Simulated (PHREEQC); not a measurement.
PHREEQC input (ion-association model, wateq4f.dat):

```
SOLUTION_MASTER_SPECIES
  An  An-  0  An  62.0  # stands for a non-complexing anion
SOLUTION_SPECIES
  An- = An-
    -log_k 0
    -gamma 3.0 0
PHASES
  Fix_H+
    H+ = H+
    -log_k 0
SOLUTION 1
  temp 25
  units mmol/kgw
  pH 7 charge
  Cl 0.000452
  Zn 0.00016
  As(3) 0.04
  Na 1.04
  Ca 6.6e-05
  An 1
END
SELECTED_OUTPUT 1
  -reset false
  -pH true
  -pe true
  -ionic_strength true
  -water true
  -totals As Ca Cl Na Zn As(3) As(5)
  -molalities Hfo_wOH Hfo_wOH2+ Hfo_wO- Hfo_sOH Hfo_sOH2+ Hfo_sO- Hfo_wH2AsO3 Hfo_sOZn+ Hfo_wOZn+ Hfo_sOHCa+2
    Hfo_wOCa+
  -saturation_indices Portlandite Zn(OH)2-a Zn5(OH)8Cl2 Arsenolite Halite
USER_PUNCH 1
  -headings sigma psi
  10 PUNCH EDL("sigma", "Hfo"), EDL("psi", "Hfo")
PRINT
  -reset false
USE solution 1
SURFACE 1
  Hfo_wOH 3.14607e-05 600 0.014
  Hfo_sOH 7.86517e-07
EQUILIBRIUM_PHASES 1
  Fix_H+ -4 HAn 10
    -force_equality true
END
# ... the last block is repeated for the other 12 points of pH, with NaOH or the acid as the point needs
```

Selected output (columns that matter, 13 of 13 rows; pH added in front):

```
pH	mu	As	Ca	Na	Zn	m_Hfo_wOH	m_Hfo_wOH2+	si_Portlandite	si_Zn(OH)2-a	si_Zn5(OH)8Cl2	si_Arsenolite	si_Halite	sigma	psi
4	0.0011476	1.8976e-05	6.6e-08	0.00104	1.6e-07	4.3093e-06	6.0573e-06	-22.046	-11.311	-53.526	-8.0634	-10.943	0.073957	0.18588
4.67	0.0010648	1.7469e-05	6.6e-08	0.00104	1.5995e-07	5.0168e-06	3.7591e-06	-20.703	-9.9686	-48.155	-8.1353	-10.942	0.045067	0.1624
5.33	0.0010467	1.6681e-05	6.6e-08	0.00104	1.5925e-07	5.4381e-06	2.4238e-06	-19.383	-8.6501	-42.882	-8.1755	-10.941	0.027015	0.13671
6	0.0010423	1.6294e-05	6.5999e-08	0.00104	1.4922e-07	5.6626e-06	1.646e-06	-18.043	-7.3386	-37.664	-8.1963	-10.941	0.01528	0.10805
6.67	0.001041	1.6143e-05	6.5993e-08	0.00104	7.7468e-08	5.7675e-06	1.2008e-06	-16.703	-6.2849	-33.736	-8.2067	-10.941	0.0080459	0.076993
7.33	0.0010404	1.6149e-05	6.5913e-08	0.00104	9.502e-09	5.8346e-06	9.637e-07	-15.383	-5.8853	-33.058	-8.217	-10.941	0.0036409	0.043898
8	0.0010402	1.6384e-05	6.4608e-08	0.00104	6.3379e-10	6.0179e-06	8.615e-07	-14.052	-5.7919	-33.931	-8.2525	-10.941	0.0005869	0.0079381
8.67	0.0010401	1.7408e-05	4.841e-08	0.00104	1.073e-10	6.7813e-06	8.6156e-07	-12.837	-5.7271	-34.947	-8.3947	-10.941	-0.002219	-0.02863
9.33	0.0010398	2.0741e-05	9.452e-09	0.00104	8.2993e-11	9.2814e-06	1.0709e-06	-12.227	-5.66	-35.931	-8.806	-10.941	-0.0061961	-0.065198
10	0.0011294	2.7667e-05	5.5902e-10	0.00113	8.6216e-11	1.4484e-05	1.5684e-06	-12.118	-5.6325	-37.135	-9.5797	-10.907	-0.014426	-0.1032
10.67	0.0015252	3.5016e-05	3.5768e-11	0.0015267	1.1318e-10	1.9712e-05	1.7984e-06	-11.984	-5.5597	-38.116	-10.634	-10.781	-0.033736	-0.13843
11.33	0.003323	3.874e-05	4.9998e-12	0.0033265	3.0313e-10	2.0536e-05	1.1356e-06	-11.561	-5.3112	-38.21	-11.864	-10.46	-0.083129	-0.16462
12	0.01228	3.9825e-05	2.9449e-12	0.012289	4.1621e-09	1.3647e-05	2.4583e-07	-10.569	-4.6568	-36.323	-13.222	-9.9357	-0.19737	-0.17543
```

Complexes and solids missing from the database can't appear.
